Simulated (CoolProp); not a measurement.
Vapour-liquid equilibrium of R125 (1) + R236FA (2) at 14.3 kPa; x and y are mole fractions of (1).

Values from CoolProp's multi-fluid Helmholtz-energy mixture model, Lemmon 2005 and Pan 2012; pair parameters Bell 2016.

```tsv
x	bubble temperature, mixture model (K)	bubble temperature, Raoult's law (K)	y, mixture model	y, Raoult's law
0.05	226.0	226.2	0.378	0.374
0.125	218.6	218.9	0.653	0.648
0.2	213.2	213.6	0.784	0.781
0.275	209.2	209.6	0.856	0.854
0.35	206.1	206.4	0.900	0.899
0.425	203.5	203.8	0.928	0.929
0.5	201.3	201.5	0.948	0.949
0.575	199.4	199.6	0.962	0.963
0.65	197.8	197.9	0.973	0.974
0.725	196.3	196.4	0.981	0.982
0.8	195.0	195.1	0.988	0.989
0.875	193.8	193.8	0.993	0.994
0.95	192.7	192.7	0.997	0.998
```

The largest gap from Raoult's law is -0.4 K in bubble temperature, at x = 0.2. No azeotrope shows between x = 0.05 and 0.95.

The pair parameters rest on a limited set of measurements; away from them the model extrapolates.
